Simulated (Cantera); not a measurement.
A closed system holds: 1 mol B₂O₃, a varied amount of NF₃, at 1352 °C and 86.0 Pa.

These are equilibrium values from Cantera (NASA tables, ideal gas, pure condensed phases), not measurements of a reactor. Candidate condensed phases: B, BN, B₂O₃; 31 gas species. Rates play no part.

At 9.4 mol NF₃, list the 4 most abundant gas species with their mole fractions, and the condensed phases.

F 0.730, N₂ 0.154, BF₃ 0.0658, O₂ 0.0490. Condensed: gas only.
